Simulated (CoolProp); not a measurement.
A single-stage vapour-compression cycle with the fluid: evaporating at 262.15 K (dew point), condensing at 291.15 K (bubble point), superheat 5 K, subcooling 0 K, compressor efficiency 0.65, no pressure losses. The same conditions are run with several fluids, on thermodynamics alone (safety and materials aside).

Values from CoolProp's reference Helmholtz-energy equation of state of each fluid (R11: Jacobsen 1992; n-butane: Bücker 2006; n-perfluorobutane: Gao 2022; R410A: Lemmon 2003; R22: Kamei 1995; propylene: Lemmon 2013). Blends and air are pseudo-pure fits.

### Question
Rank R11, n-butane, n-perfluorobutane, R410A, R22, propylene by cooling COP, highest first.

### Answer
R11 (5.41), n-butane (5.29), R22 (5.13), propylene (5.08), R410A (4.94), n-perfluorobutane (4.74)

| fluid | pressure ratio | discharge temperature (K) | refrigerating effect (kJ/kg) | volumetric capacity (kJ/m³) |
|---|---|---|---|---|
| R11 | 3.36 | 323.7 | 171 | 263 |
| n-butane | 2.92 | 308.0 | 335 | 603 |
| n-perfluorobutane | 3.05 | 291.1 | 72.3 | 558 |
| R410A | 2.48 | 323.0 | 195 | 4000 |
| R22 | 2.51 | 327.5 | 183 | 2640 |
| propylene | 2.33 | 316.5 | 330 | 2840 |

The compression ends wet for: n-perfluorobutane.
